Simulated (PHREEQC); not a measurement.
Solution (25 °C): 0.0016 mol/kgw MnSO4, 3.2e-05 mol/kgw H3BO3 and 0.015 mol/kgw KBr. Closed to the air; pH follows from the charge balance.

Computed with PHREEQC (ion-association model, wateq4f.dat).

```
quantity                   before    after
------------------------  -------  -------
pH                           6.66     6.46
ionic strength (mol/kgw)   0.0207   0.0207
SO4-2 (mol/kgw)           0.00139  0.00139
H2BO3- (mol/kgw)          9.77e-8  3.11e-7
```

### Question
What was changed between the two runs?
(A) MnSO4 from 0.0016 to 0.00144 mol/kgw
(B) H3BO3 from 3.2e-05 to 0.00016 mol/kgw
(C) KBr left out
(D) H3BO3 from 3.2e-05 to 0.00032 mol/kgw
(E) MnSO4 from 0.0016 to 0.008 mol/kgw

### Answer
B, H3BO3 from 3.2e-05 to 0.00016 mol/kgw

Precipitation was switched off in this run.
